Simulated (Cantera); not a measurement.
A Cantera script and what it prints.

```python
import numpy as np
import cantera as ct

gas_names = """
    CL CL2 H HCL H2 N NH NH2 NH3 N2 N2H2 N2H4 Si SiCL SiCL2 SiCL3 SiCL4 SiH SiHCL3 SiH2 SiH2CL2 SiH3
    SiH3CL SiH4 SiN Si2 Si2N Si3
""".split()
cond_names = """
    NH4CL(a) NH4CL(b) Si(cr) Si(L) Si3N4(a)
""".split()


# ... load() reads the species with a 1 bar reference pressure and builds the phases ...
atoms = {
    'SiHCl3': {'Si': 1, 'H': 1, 'CL': 3},
    'Cl2': {'CL': 2},
    'N2': {'N': 2},
}
top_T = {'Si3N4(a)': 2400}  # K; cautious upper limits of use, not melting points


# ... equilibrate(T, P, feed) seeds the gas with the atoms and calls Mixture.equilibrate('TP', solver="vcs", rtol=1e-11, max_steps=5000) ...
results = []
feed = {'SiHCl3': 1, 'Cl2': 0.036, 'N2': 22}  # mol
T = 1200  # K
P = 13332.2  # Pa
mix = equilibrate(T, P, feed)
results.append((T, P, feed, dict(zip(mix.species_names, mix.species_moles))))
x = sorted(zip(gas.X, gas.species_names), reverse=True)
print(f"T = {T:g} K  P = {P:g} Pa  gas = {mix.phase_moles(0):.4g} mol")
print("   x: " + "  ".join(f"{s} {v:.3e}" for v, s in x if v > 1e-05))
print("   condensed (mol): " + ("  ".join(f"{mix.phase(i).name} {mix.phase_moles(i):.4g}"
      for i in range(1, mix.n_phases) if mix.phase_moles(i) > 1e-12) or "none"))
```

Output:

```
T = 1200 K  P = 13332.2 Pa  gas = 23.19 mol
   x: N2 9.358e-01  HCL 3.770e-02  SiCL4 2.337e-02  H2 2.687e-03  SiCL3 3.526e-04  SiCL2 4.667e-05  SiHCL3 4.531e-05
   condensed (mol): Si3N4(a) 0.1492
```

Equilibrium computed with Cantera from the NASA thermochemical tables; the gas is ideal and each condensed phase is pure. N2 is the only nitrogen source here; it is nearly inert below about 1500 K, so the nitride shown seldom forms there in practice. The tables' values for SiCl3 are old estimates; treat these amounts as uncertain.
